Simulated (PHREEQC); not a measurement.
Dissolve 0.021 mol HF and 0.1 mol NaF per kg of water at 95 °C. Closed to the air; pH follows from the charge balance.

Model: ion-association model, phreeqc.dat, run in PHREEQC.

Each row changes one thing in this solution. This is a speciation only: nothing precipitates in the calculation.

```json
[
 {"case": "as made", "pH": "4.42", "ionic strength (mol/kgw)": "0.0973", "F- (mol/kgw)": "0.0916", "HF (mol/kgw)": "0.0153", "HF2- (mol/kgw)": "0.00565"},
 {"case": "NaF from 0.1 to 0.02 mol/kgw", "pH": "3.70", "ionic strength (mol/kgw)": "0.0201", "F- (mol/kgw)": "0.0186", "HF (mol/kgw)": "0.0193", "HF2- (mol/kgw)": "0.00145"},
 {"case": "HF left out", "pH": "7.48", "ionic strength (mol/kgw)": "0.0971", "F- (mol/kgw)": "0.0970", "HF (mol/kgw)": "1.41e-5", "HF2- (mol/kgw)": "5.52e-6"},
 {"case": "NaF replaced by NH4BF4 at the same molality", "pH": "2.70", "ionic strength (mol/kgw)": "0.102", "F- (mol/kgw)": "0.00363", "HF (mol/kgw)": "0.0318", "HF2- (mol/kgw)": "0.000464"},
 {"case": "temperature from 95 to 65 °C", "pH": "4.16", "ionic strength (mol/kgw)": "0.0972", "F- (mol/kgw)": "0.0912", "HF (mol/kgw)": "0.0149", "HF2- (mol/kgw)": "0.00597"},
 {"case": "HF from 0.021 to 0.0042 mol/kgw", "pH": "5.14", "ionic strength (mol/kgw)": "0.0971", "F- (mol/kgw)": "0.0959", "HF (mol/kgw)": "0.00302", "HF2- (mol/kgw)": "0.00117"}
]
```

Constants without temperature data keep their 25 °C values here. Real BF4- forms and hydrolyses slowly; the run takes it at equilibrium.
